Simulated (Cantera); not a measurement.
## Moist CO burnout

An isothermal, constant-pressure homogeneous reactor starts with 1.32 % CO, 7.48 % O2, 3.25 % H2O, 88.0 % N2, equivalence ratio 0.088, at 1523 K and 10000 Pa.

Computed with Cantera and GRI-Mech 3.0 (53 species, 325 reactions).

```tsv
t (s)	x CO	x O2	x H2O	x NO	x N2O
3.00e-6	0.0132	0.0748	0.0325	<1e-12	<1e-12
1.86e-5	0.0132	0.0748	0.0325	<1e-12	<1e-12
0.000115	0.0132	0.0748	0.0325	<1e-12	<1e-12
0.000711	0.0132	0.0748	0.0325	<1e-12	3.96e-12
0.00440	0.00848	0.0713	0.0310	1.51e-8	2.25e-8
0.0273	0.000380	0.0679	0.0316	1.49e-6	6.81e-8
0.169	2.02e-5	0.0685	0.0326	1.83e-6	1.16e-7
1.04	1.63e-6	0.0686	0.0327	1.90e-6	2.93e-8
6.46	1.11e-6	0.0686	0.0327	1.97e-6	1.68e-8
40.0	1.11e-6	0.0686	0.0327	2.37e-6	1.68e-8
```
x: mole fraction; the columns are a selection and need not sum to one.

Equilibrium at this temperature and pressure: CO 1.11e-6, O2 0.0682, H2O 0.0327, NO 0.000829, N2O 1.69e-8 (gas phase only).
